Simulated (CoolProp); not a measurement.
Fluoroethane (R161) along the isotherm 360.7 K: Z from the reference equation and from simpler models built on Tc = 375.2 K, pc = 5.010 MPa, ω = 0.216; each cubic takes its own stable root.

Model: reference Helmholtz-energy equation of state, Wu 2012, in CoolProp.

| p (MPa) | phase | reference | van der Waals | Soave-Redlich-Kwong |
|---|---|---|---|---|
| 0.5 | gas | 0.9587 | 0.9665 | 0.9603 |
| 1 | gas | 0.9147 | 0.9308 | 0.9182 |
| 1.5 | gas | 0.8672 | 0.8924 | 0.8731 |
| 2 | gas | 0.8152 | 0.8507 | 0.8240 |
| 2.5 | gas | 0.7568 | 0.8045 | 0.7695 |
| 3 | gas | 0.6883 | 0.7519 | 0.7069 |
| 3.5 | gas | 0.6006 | 0.6889 | 0.6293 |
| 4 | liquid | 0.1233 | 0.6041 | 0.1649 |
| 4.5 | liquid | 0.1348 | 0.2396 | 0.1780 |
| 5 | liquid | 0.1466 | 0.2527 | 0.1918 |

At some of these states van der Waals gives the other phase, because its saturation line lies elsewhere.
